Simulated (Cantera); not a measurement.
Charge: 1 mol Pb, 6.8 mol NH3, 17 mol H2, held at 1473.15 K and 23.0 mbar.

Cantera equilibrium calculation (NASA polynomials, part measured and part estimated; ideal gas, pure solids and liquids). Candidate condensed phases: Pb; 11 gas species. Kinetics and transport are ignored.

Q: What is the equilibrium state?

A: 
```json
{
 "x(H2)": "0.861",
 "x(N2)": "0.108",
 "x(Pb)": "0.0316",
 "x(H)": "7.75e-5",
 "gas_amount": "31.60 mol",
 "log10 activity of Pb(l) (absent)": "-1.41"
}
```
